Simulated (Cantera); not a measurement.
A closed system holds: 1 mol Fe, 0.012 mol SO₂, 2 mol CO, equilibrated at 0.000240 bar.

Cantera equilibrium calculation (NASA polynomials, part measured and part estimated; ideal gas, pure solids and liquids). Candidate condensed phases: C, Fe, Fe(CO)₅, FeO, FeS, FeSO₄, FeS₂, Fe₂O₃, Fe₂(SO₄)₃, Fe₃O₄, S; 25 gas species. The numbers say what is thermodynamically allowed, not how fast it happens.

x: gas mole fraction; n: condensed amount in mol.

| T (°C) | x CO | x Fe | x CO₂ | x S₂ | x S | x SO | n Fe(γ) | n Fe(δ) | n Fe(l) |
|---|---|---|---|---|---|---|---|---|---|
| 1252 | 0.984 | 0.00105 | 0.0119 | 0.00282 | 0.000186 | 5.69e-5 | 0.998 | 0 | 0 |
| 1302 | 0.982 | … | 0.0118 | 0.00273 | … | … | 0.994 | 0 | 0 |
| 1352 | 0.978 | 0.00722 | 0.0117 | 0.00260 | 0.000511 | 0.000158 | 0.985 | 0 | 0 |
| 1402 | 0.968 | 0.0173 | 0.0114 | 0.00238 | 0.000791 | 0.000243 | 0 | 0.965 | 0 |
| 1452 | 0.946 | 0.0393 | 0.0110 | 0.00207 | 0.00116 | 0.000354 | 0 | 0.918 | 0 |
| 1502 | 0.901 | 0.0849 | 0.0103 | 0.00166 | 0.00159 | 0.000478 | 0 | 0.814 | 0 |
| 1552 | … | … | … | … | 0.00198 | 0.000582 | 0 | 0 | … |
| 1602 | 0.657 | 0.332 | 0.00703 | 0.000605 | 0.00211 | 0.000597 | 0 | 0 | 0 |

Some entries are withheld; supply them.


- 1552, x CO: 0.813
- 1552, x Fe: 0.174
- 1552, x CO₂: 0.00905
- 1552, x S₂: 0.00114
- 1552, n Fe(l): 0.576
- 1302, x Fe: 0.00285
- 1302, x S: 0.000315
- 1302, x SO: 9.70e-5
